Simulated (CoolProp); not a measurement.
A simple Rankine cycle with cyclopropane: condensing at 324.15 K, boiler at 4.16 MPa, turbine inlet 420.6 K, turbine efficiency 0.65, pump efficiency 0.6, no recuperator. Each further row changes one setting.

Values from CoolProp's reference Helmholtz-energy equation of state, Polt 1992. This equation is an older, rougher fit; its heat capacities, sound speeds and derivatives of the liquid may be far off and weren't checked against measurements.

```csv
case,thermal efficiency (%),net work (kJ/kg),heat in (kJ/kg),turbine exit temperature (K),volume ratio over the turbine
as stated,7.5,(withheld),490,372.7,(withheld)
turbine inlet 440.6 K,7.7,41.5,540,(withheld),(withheld)
condensing temperature 316.15 K,8.6,43.9,509,(withheld),(withheld)
boiler pressure 2.91 MPa,5.6,(withheld),(withheld),391.6,2.14
turbine efficiency 0.55,6.1,30.0,490,376.3,3.22
```

Question: Fill in the missing entries.

Answer: 
- as stated, net work (kJ/kg): 36.9
- as stated, volume ratio over the turbine: 3.18
- turbine inlet 440.6 K, turbine exit temperature (K): 396.4
- turbine inlet 440.6 K, volume ratio over the turbine: 3.12
- condensing temperature 316.15 K, turbine exit temperature (K): 366.0
- condensing temperature 316.15 K, volume ratio over the turbine: 3.82
- boiler pressure 2.91 MPa, net work (kJ/kg): 28.9
- boiler pressure 2.91 MPa, heat in (kJ/kg): 518
